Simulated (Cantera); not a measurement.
Mixture: CH₄ : H₂ : O₂ : N₂ = 1 : 0.19 : 4.99 : 18.8 (molar parts), equivalence ratio 0.42, at 1.40 bar, adiabatic and at constant volume. Ignition delay is the time to a rise of 400 K.

Model: GRI-Mech 3.0 (53 species, 325 reactions), integrated in Cantera.

### Question
What does this change do: pressure from 1.40 bar to 4.10 bar?

### Answer
```tsv
quantity	before	after
delay at 1248 K	2.61 ms	1.06 ms
delay at 1398 K	0.673 ms	0.287 ms
delay at 1548 K	0.224 ms	92.9 µs
delay at 1698 K	92.0 µs	36.1 µs
delay at 1848 K	43.1 µs	16.3 µs
apparent activation energy between 1773 and 1923 K	130 kJ/mol	140 kJ/mol
```
